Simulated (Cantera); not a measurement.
**SiH₄ + C₂H₄ + H₂ (silicon carbide growth)**

Charge: 1 mol SiH₄, 0.62 mol C₂H₄, 18 mol H₂, held at 1900 K and 0.133 bar.

These are equilibrium values from Cantera (NASA tables, ideal gas, pure condensed phases), not measurements of a reactor. Candidate condensed phases: C, C₆H₆, C₇H₈, C₈H₁₈, Si, SiC; 87 gas species. Equilibrium is a limit: real reactors are often held back by kinetics, nucleation or transport.

```json
{
 "x(H₂)": "0.997",
 "x(H)": "0.00217",
 "x(C₂H₂ (acetylene))": "0.000381",
 "x(CH₄)": "7.45e-5",
 "x(Si)": "3.51e-6",
 "x(CH₃)": "3.25e-6",
 "x(SiH₂)": "2.16e-6",
 "x(SiH)": "1.11e-6",
 "n(C(graphite))": "0.222 mol",
 "n(SiC(s))": "1.000 mol",
 "gas_amount": "21.26 mol",
 "log10 activity of Si(l) (absent)": "-1.43"
}
```
